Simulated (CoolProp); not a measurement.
Properties of acetone along the isobar 4400 kPa.

Computed with CoolProp (reference Helmholtz-energy equation of state, Lemmon 2006). It is a short technical equation, of lower accuracy than the large ones.

```
T (K)   phase  expansivity (1/kK)  fugacity coefficient
-----  ------  ------------------  --------------------
201.7  liquid               1.182              1.110e-5
207.4  liquid               1.186              2.003e-5
213.1  liquid               1.190              3.486e-5
218.7  liquid               1.196              5.814e-5
224.4  liquid               1.202              9.494e-5
230    liquid               1.209             0.0001495
235.7  liquid               1.218             0.0002313
241.3  liquid               1.227             0.0003467
247    liquid               1.237             0.0005121
252.6  liquid               1.248             0.0007361
258.3  liquid               1.260              0.001045
263.9  liquid               1.273              0.001448
269.6  liquid               1.287              0.001985
```
